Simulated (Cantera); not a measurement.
Feed: 1 mol FeS₂, 1.6 mol SO₃, 0.14 mol O₂, held at 577 °C and 7.10 bar.

These are equilibrium values from Cantera (NASA tables, ideal gas, pure condensed phases), not measurements of a reactor. Candidate condensed phases: Fe, FeO, FeS, FeSO₄, FeS₂, Fe₂O₃, Fe₂(SO₄)₃, Fe₃O₄, S; 12 gas species. Gases not in the tables: S₃ to S₇. Rates play no part.

Base state: SO₂ 0.997, S₂ 0.00178, S₂O 0.000893 (mole fractions); condensed: FeS₂(s) + Fe₃O₄(s).

**Question.** What changes in the equilibrium state with this change: O₂ from 0.14 to 3.7 mol?

**Answer.** 
| species | before | after |
|---|---|---|
| SO₃ | 7.15e-8 | 0.848 |
| SO₂ | 0.997 | 0.117 |
| O₂ | <1e-9 | 0.0355 |
| S₂ | 0.00178 | <1e-9 |
| S₂O | 0.000893 | <1e-9 |
| FeS₂(s), mol | 0.643 | 0 |
| Fe₃O₄(s), mol | 0.119 | 0 |
| Fe₂(SO₄)₃(s), mol | 0 | 0.500 |
